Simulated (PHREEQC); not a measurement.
A solution holds 0.0064 mol/kgw CuCl2, 0.00031 mol/kgw HCl and 0.0048 mol/kgw H3BO3, at 25 °C. Closed to the air; pH follows from the charge balance.

The numbers come from PHREEQC with the ion-association model, wateq4f.dat.

pH: 3.56
ionic strength: 0.0192 mol/kgw
total alkalinity: -0.310 meq/kg

```
species     molality  activity   log γ
----------  --------  --------  ------
Cl-           0.0130    0.0113  -0.061
Cu+2         0.00627   0.00376  -0.222
H3BO3        0.00480   0.00482   0.002
H+          0.000310  0.000276  -0.050
CuCl+       0.000131  0.000114  -0.060
CuCl2        6.88e-7   6.91e-7   0.002
CuOH+        1.56e-7   1.36e-7  -0.060
Cu2(OH)2+2   1.39e-8   8.08e-9  -0.237
H2BO3-       1.16e-8   1.00e-8  -0.064
Cu(OH)2      1.02e-9   1.03e-9   0.002
```

This is a speciation only: nothing precipitates in the calculation. Species that the database lacks are ignored.
